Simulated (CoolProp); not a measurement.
Vapour-liquid equilibrium of fluoroethane (R161) (1) + R134a (2) at 196.2 K; x and y are mole fractions of (1).

Model: multi-fluid Helmholtz-energy mixture model, Wu 2012 and Tillner-Roth 1994; pair parameters Bell 2016, in CoolProp.

### Question
Give the bubble pressure and the first vapour's composition at x = 0.05, 0.2, 0.65. Is there an azeotrope?

### Answer
x = 0.05: 4.937 kPa, y = 0.095; x = 0.2: 5.692 kPa, y = 0.342; x = 0.65: 8.401 kPa, y = 0.816. No azeotrope shows between x = 0.05 and 0.95.

The pair parameters rest on a limited set of measurements; away from them the model extrapolates.
